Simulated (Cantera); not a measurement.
Input (Python, Cantera) and output of one run.

```python
import numpy as np
import cantera as ct

gas_names = """
    H HNO HNO2 HNO3 HO2 H2 H2O H2O2 N NH NH2 NH3 NH2OH NO NO2 NO3 N2 N2H2 N2H4 N2O O OH O2 O3 Si SiH
    SiH2 SiH3 SiH4 SiN SiO SiO2 Si2 Si2N Si3
""".split()
cond_names = """
    H2O(s) H2O(L) Si(cr) Si(L) SiO2(Lqz) SiO2(hqz) SiO2(L) Si2N2O(s) Si3N4(a)
""".split()


# ... load() reads the species with a 1 bar reference pressure and builds the phases ...
atoms = {
    'SiH4': {'Si': 1, 'H': 4},
    'H2O': {'H': 2, 'O': 1},
    'N2': {'N': 2},
    'O3': {'O': 3},
}
top_T = {'Si2N2O(s)': 2100, 'Si3N4(a)': 2400}  # K; cautious upper limits of use, not melting points


# ... equilibrate(T, P, feed) seeds the gas with the atoms and calls Mixture.equilibrate('TP', solver="vcs", rtol=1e-11, max_steps=5000) ...
results = []
feed = {'SiH4': 1, 'H2O': 0.13, 'N2': 81, 'O3': 0.066}  # mol
P = 160  # Pa
for T in [1148, 1248, 1348, 1448, 1548, 1648, 1748, 1848, 1948, 2048]:
    mix = equilibrate(T, P, feed)
    results.append((T, P, feed, dict(zip(mix.species_names, mix.species_moles))))

top = {s: max(r[3][s] / sum(r[3][g] for g in gas_names) for r in results) for s in gas_names}
cols = sorted((s for s in top if top[s] > 1e-05), key=lambda s: -top[s])[:6]
seen = [c for c in cond_names if any(r[3].get(c, 0) > 1e-12 for r in results)]
print("log10 of partial pressures in bar; condensed amounts in mol")
print(f"{'T/K':>10s}" + "".join(f"{s[:9]:>10s}" for s in cols + seen))
for T, P, feed, n in results:
    ng = sum(n[g] for g in gas_names)
    print(f"{T:10.4g}" + "".join(f"{np.log10(max(n[s] / ng * P / 1e5, 1e-99)):10.3f}" for s in cols)
          + "".join(f"{n.get(c, 0):10.4g}" for c in seen))
```

It prints:

```
log10 of partial pressures in bar; condensed amounts in mol
       T/K        N2        H2         H        Si       SiO      Si2N     Si(L) Si2N2O(s)  Si3N4(a)
      1148    -2.807    -4.384    -9.337   -16.386   -12.773   -20.549         0     0.328    0.1147
      1248    -2.807    -4.384    -8.523   -13.855   -10.646   -17.318         0     0.328    0.1147
      1348    -2.807    -4.384    -7.828   -11.703    -8.842   -14.575         0    0.3279    0.1147
      1448    -2.807    -4.385    -7.228    -9.853    -7.291   -12.218         0    0.3254    0.1155
      1548    -2.808    -4.386    -6.704    -8.244    -5.945   -10.171         0    0.2694    0.1341
      1648    -2.809    -4.390    -6.245    -6.833    -5.199    -8.378         0         0    0.2212
      1748    -2.809    -4.397    -5.840    -5.837    -5.202    -7.295    0.5874         0         0
      1848    -2.811    -4.409    -5.480    -5.203    -5.204    -6.838    0.3146         0         0
      1948    -2.813    -4.432    -5.163    -4.913    -5.206    -6.988         0         0         0
      2048    -2.814    -4.471    -4.885    -4.904    -5.207    -7.627         0         0         0
```

Cantera equilibrium calculation (NASA polynomials, part measured and part estimated; ideal gas, pure solids and liquids). N2 is the only nitrogen source here; it is nearly inert below about 1500 K, so the nitride shown seldom forms there in practice. Mutual solubility and eutectic melting of coexisting phases are not modelled. The tables' values for SiN are old estimates; treat these amounts as uncertain.
